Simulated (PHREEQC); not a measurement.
Solution (25 °C): 0.0089 mol/kgw ZnBr2, 0.00027 mol/kgw NaBr, 0.00025 mol/kgw Mg(NO3)2 and 0.0073 mol/kgw KCl. Closed to the air; pH follows from the charge balance.

All values are PHREEQC results (ion-association model, phreeqc.dat), not measurements.

The ionic strength comes out as 0.0348 mol/kgw. What activity coefficients do Zn+2, Cl-, ZnCl+, H+, NO3- get?

Zn+2 0.51, Cl- 0.84, ZnCl+ 0.84, H+ 0.87, NO3- 0.83.

This is a speciation only: nothing precipitates in the calculation.
